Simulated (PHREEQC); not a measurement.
**Alkaline etch or developer**

Make-up at 25 °C: 0.00042 mol TMAH and 5.6e-08 mol H4SiO4 per kg of water. Closed to the air; pH follows from the charge balance.

Computed with PHREEQC (ion-association model, wateq4f.dat).

```yaml
pH: 10.61
ionic_strength: 0.000420 mol/kgw
total_alkalinity: 0.420 meq/kg
```

```json
[
 {"species": "OH-", "molality": "0.000420", "activity": "0.000410", "log γ": "-0.010"},
 {"species": "(CH3)4N+", "molality": "0.000420", "activity": "0.000410", "log γ": "-0.010"},
 {"species": "H3SiO4-", "molality": "4.81e-8", "activity": "4.70e-8", "log γ": "-0.010"},
 {"species": "H4SiO4", "molality": "7.77e-9", "activity": "7.77e-9", "log γ": "0.000"}
]
```

This is a speciation only: nothing precipitates in the calculation. (CH3)4N+ isn't in the database: it is added as a free cation with an ion size of 4 Å.
